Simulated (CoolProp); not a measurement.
R1336mzz(E) at several states: density (kg/m³) from the reference equation and from simpler models built on Tc = 130.4 °C, pc = 2.779 MPa, ω = 0.413; each cubic takes its own stable root.

Computed with CoolProp (reference Helmholtz-energy equation of state, Akasaka 2023).

| T (°C) | p (MPa) | phase | reference | van der Waals | Redlich-Kwong | Soave-Redlich-Kwong | Peng-Robinson |
|---|---|---|---|---|---|---|---|
| 7.05 | 0.0284 | gas | 2.027 | 2.014 | 2.019 | 2.023 | 2.024 |
| -4.55 | 0.109 | liquid | 1410 | (withheld) | 8.365 | 1237 | 1398 |
| 39.75 | 2.6 | liquid | 1291 | (withheld) | (withheld) | 1127 | 1274 |
| -45.25 | 0.899 | liquid | (withheld) | 861.9 | 1270 | 1329 | (withheld) |
| 42.45 | 2.67 | liquid | 1283 | (withheld) | 1049 | 1118 | (withheld) |

**Question.** Some entries are withheld; supply them.

**Answer.** 
- -4.55, van der Waals: 8.262
- 39.75, van der Waals: 749.4
- 39.75, Redlich-Kwong: 1056
- -45.25, reference: 1514
- -45.25, Peng-Robinson: 1496
- 42.45, van der Waals: 745.6
- 42.45, Peng-Robinson: 1265

At some of these states van der Waals, Redlich-Kwong gives the other phase, because its saturation line lies elsewhere.
